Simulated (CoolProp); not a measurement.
Hydrogen sulfide at 428.41 K and 3.36 MPa is throttled through a valve to 2.1 MPa with no heat exchange. Each further row changes one setting.

Model: reference Helmholtz-energy equation of state, Lemmon 2006, in CoolProp. It is a short technical equation, of lower accuracy than the large ones.

| case | temperature change (K) | final density (kg/m³) |
|---|---|---|
| as stated | -10.1 | [?] |
| outlet pressure 0.63 MPa | [?] | 6.48 |
| outlet pressure 2.73 MPa | [?] | [?] |

### Question
What belongs in the gaps?

### Answer

- as stated, final density (kg/m³): 21.8
- outlet pressure 0.63 MPa, temperature change (K): -22.5
- outlet pressure 2.73 MPa, temperature change (K): -5.0
- outlet pressure 2.73 MPa, final density (kg/m³): 28.4
